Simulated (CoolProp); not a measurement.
Vapour-liquid equilibrium of carbon dioxide (1) + hydrogen sulfide (2) at 2.09 MPa; x and y are mole fractions of (1).

Model: multi-fluid Helmholtz-energy mixture model, Span 1996 and Lemmon 2006; pair parameters Kunz 2012, in CoolProp.

```tsv
x	bubble temperature (K)	y at the bubble point	dew temperature at overall composition x (K)	liquid density (mol/L)
0.05	291.6	0.190	297.5	23.14
0.2	275.9	0.508	291.1	23.81
0.35	267.9	0.649	284.1	23.64
0.5	263.2	0.733	276.4	23.12
0.65	260.0	0.800	267.9	22.62
0.8	257.5	0.871	260.0	22.44
0.95	255.6	0.962	255.8	22.89
```

No azeotrope shows between x = 0.05 and 0.95.

The pair parameters rest on a limited set of measurements; away from them the model extrapolates.
